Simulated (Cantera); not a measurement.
Feed: 1 mol Ta(OEt)5, a varied amount of H2O, 48 mol H2, 2.1 mol CO2, held at 0.00158 Torr.

These are equilibrium values from Cantera (NASA tables, ideal gas, pure condensed phases), not measurements of a reactor. Candidate condensed phases: C, C6H6, C7H8, C8H18, H2O, Ta, TaC, Ta2O5; 113 gas species. The feed counts by its element totals alone. Mutual solubility and eutectic melting of coexisting phases are not modelled. TaC: taken at fixed stoichiometry. Condensed phases not in the tables: Ta2C, N, O or C dissolved in the metal. Equilibrium is a limit: real reactors are often held back by kinetics, nucleation or transport.

Problem. What condenses at these points (T in K, n(H2O) in mol): (2475, 3.4); (1375, 2.4); (1475, 3.4); (1475, 6.9); (2075, 1.7); (2575, 4.8); (2175, 1.7); (1975, 4.8)?

Solution. 
| T (K) | n(H2O) in mol | condensed phases | Ta condensed (%) |
|---|---|---|---|
| 2475 | 3.4 | Ta | 45.5 |
| 1375 | 2.4 | TaC + Ta2O5 | 100.0 |
| 1475 | 3.4 | Ta + Ta2O5 | 100.0 |
| 1475 | 6.9 | Ta2O5 | 100.0 |
| 2075 | 1.7 | C + TaC | 100.0 |
| 2575 | 4.8 | gas only | 0.0 |
| 2175 | 1.7 | TaC | 100.0 |
| 1975 | 4.8 | gas only | 0.0 |
